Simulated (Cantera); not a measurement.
Mixture: 10.0 % CH3OH, 20.9 % O2, 69.1 % N2, equivalence ratio 0.72, at 3750 Torr, adiabatic and at constant pressure. Ignition delay is the time to a rise of 400 K.

Detailed kinetics in Cantera: GRI-Mech 3.0 (53 species, 325 reactions). GRI-Mech 3.0 was tuned for natural gas; its chemistry of methanol as a main component is partial and can be far from experiment.

Q: Predict: delay at 1273 K; delay at 1373 K; delay at 1473 K; delay at 1573 K; delay at 1673 K; apparent activation energy between 1623 and 1723 K.

A: 
- delay at 1273 K = 0.833 ms
- delay at 1373 K = 0.222 ms
- delay at 1473 K = 74.9 µs
- delay at 1573 K = 30.6 µs
- delay at 1673 K = 14.4 µs
- apparent activation energy between 1623 and 1723 K = 160 kJ/mol
